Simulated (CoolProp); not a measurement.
Vapour-liquid equilibrium of cyclohexane (1) + ethanol (2) at 334.4 K; x and y are mole fractions of (1).

Values from CoolProp's multi-fluid Helmholtz-energy mixture model, Zhou 2014 and Schroeder 2014; pair parameters Bell 2016.

Q: Give the bubble pressure and the first vapour's composition at x = 0.275, 0.425, 0.8. Is there an azeotrope?

A: x = 0.275: 82.58 kPa, y = 0.507; x = 0.425: 84.55 kPa, y = 0.536; x = 0.8: 82.06 kPa, y = 0.581. y crosses x between x = 0.5 and 0.575: the model has an azeotrope there.

Pair parameters are fitted to limited data, so mixtures are less certain than the pure fluids. With so large a gap from Raoult's law the liquid may split in two, which this calculation doesn't test in full.
